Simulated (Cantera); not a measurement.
Input (Python, Cantera) and output of one run.

```python
import numpy as np
import cantera as ct

gas_names = """
    CL CLO CL2 H HCL HOCL HO2 H2 H2O H2O2 O OH O2 O3 Si SiCL SiCL2 SiCL3 SiCL4 SiH SiHCL3 SiH2 SiH2CL2
    SiH3 SiH3CL SiH4 SiO SiO2 Si2 Si3
""".split()
cond_names = """
    H2O(s) H2O(L) Si(cr) Si(L) SiO2(Lqz) SiO2(hqz) SiO2(L)
""".split()


def load(file, names, dense=False):
    # The tables refer to 1 bar. Condensed volumes are neglected.
    table = {s.name: s for s in ct.Species.list_from_file(file)}
    out = []
    for n in names:
        d = dict(table[n].input_data)
        d["thermo"] = dict(d["thermo"], **{"reference-pressure": 1e5})
        if dense:
            d["equation-of-state"] = {"model": "constant-volume", "density": "1e6 g/cm^3"}
        out.append(ct.Species.from_dict(d))
    return out


gas = ct.Solution(thermo="ideal-gas", species=load("nasa_gas.yaml", gas_names))
cond = {s.name: ct.Solution(thermo="fixed-stoichiometry", species=[s], name=s.name)
        for s in load("nasa_condensed.yaml", cond_names, dense=True)}
atoms = {
    'SiO2': {'Si': 1, 'O': 2},
    'HCl': {'H': 1, 'CL': 1},
    'O2': {'O': 2},
}
top_T = {}  # K; cautious upper limits of use, not melting points


def equilibrate(T, P, feed):
    n = {}
    for name, mol in feed.items():
        for a, k in atoms[name].items():
            n[a] = n.get(a, 0.0) + k * mol
    gas.TPX = T, P, n
    mass = sum(n.values()) * gas.mean_molecular_weight
    gas.equilibrate("TP")
    valid = [c for c in cond.values() if c.min_temp <= T <= top_T.get(c.name, c.max_temp)]
    mix = ct.Mixture([(gas, mass / gas.mean_molecular_weight)] + [(c, 0.0) for c in valid])
    mix.T, mix.P = T, P
    mix.equilibrate("TP", solver="vcs", rtol=1e-11, max_steps=5000)
    return mix


results = []
feed = {'SiO2': 1, 'HCl': 3.4, 'O2': 1.6}  # mol
T = 1750  # K
P = 94  # Pa
mix = equilibrate(T, P, feed)
results.append((T, P, feed, dict(zip(mix.species_names, mix.species_moles))))
print(gas.report(threshold=1e-06))
for i in range(1, mix.n_phases):
    print(f"{mix.phase(i).name:16s} {mix.phase_moles(i):12.5e} mol")
```

Result:

```
       temperature   1750 K
          pressure   94 Pa
           density   0.00021535 kg/m^3
  mean mol. weight   33.334 kg/kmol
   phase of matter   gas

                          1 kg             1 kmol
                     ---------------   ---------------
          enthalpy        1.3024e+05        4.3413e+06  J
   internal energy       -3.0627e+05       -1.0209e+07  J
           entropy            9308.5        3.1029e+05  J/K
    Gibbs function        -1.616e+07       -5.3866e+08  J
 heat capacity c_p            1029.5             34316  J/K
 heat capacity c_v            780.03             26001  J/K

                      mass frac. Y      mole frac. X     chem. pot. / RT
                     ---------------   ---------------   ---------------
                CL           0.20079           0.18881           -22.702
               CLO        8.4288e-05         5.461e-05           -41.018
               CL2          0.001158        0.00054445           -45.405
                 H        3.2493e-06        0.00010745           -17.273
               HCL           0.49994            0.4571           -39.976
              HOCL         4.249e-06        2.7001e-06           -58.291
                H2        1.2135e-05        0.00020065           -34.547
               H2O            0.0504          0.093256           -52.862
                 O        0.00059223         0.0012339           -18.316
                OH         0.0014939          0.002928           -35.589
                O2           0.24551           0.25576           -36.631
               SiO        2.4309e-06        1.8381e-06           -56.262
              SiO2        3.4567e-06        1.9177e-06           -74.577
     [  +17 minor]          1.76e-07        1.7756e-07

Si(L)             0.00000e+00 mol
SiO2(L)           9.99980e-01 mol
```

Method: chemical equilibrium by Gibbs-energy minimisation in Cantera with the NASA 1993 tables (ideal gas, pure condensed phases). The tables hold silica as quartz up to 1696 K and as liquid above; real silica turns to tridymite and cristobalite and melts near 1996 K.
